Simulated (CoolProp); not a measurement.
R125 at 427.75 K and 0.213 MPa is throttled through a valve to 0.0801 MPa with no heat exchange. Each further row changes one setting.

Model: reference Helmholtz-energy equation of state, Lemmon 2005, in CoolProp.

| case | temperature change (K) | final density (kg/m³) |
|---|---|---|
| as stated | -0.6 | ___ |
| outlet pressure 0.024 MPa | ___ | 0.812 |
| outlet pressure 0.104 MPa | ___ | ___ |

Complete the blanks.


- as stated, final density (kg/m³): 2.72
- outlet pressure 0.024 MPa, temperature change (K): -0.9
- outlet pressure 0.104 MPa, temperature change (K): -0.5
- outlet pressure 0.104 MPa, final density (kg/m³): 3.53
